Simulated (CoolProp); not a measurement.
Vapour-liquid equilibrium of R113 (1) + acetone (2) at 664 kPa; x and y are mole fractions of (1).

Model: multi-fluid Helmholtz-energy mixture model, Marx 1992 and Lemmon 2006; pair parameters Bell 2016, in CoolProp.

Give the bubble temperature and the first vapour's composition at x = 0.275, 0.875, 0.95. Is there an azeotrope?

x = 0.275: 388.8 K, y = 0.357; x = 0.875: 388.4 K, y = 0.831; x = 0.95: 390.3 K, y = 0.924. y crosses x between x = 0.575 and 0.65: the model has an azeotrope there.

Pair parameters are fitted to limited data, so mixtures are less certain than the pure fluids.
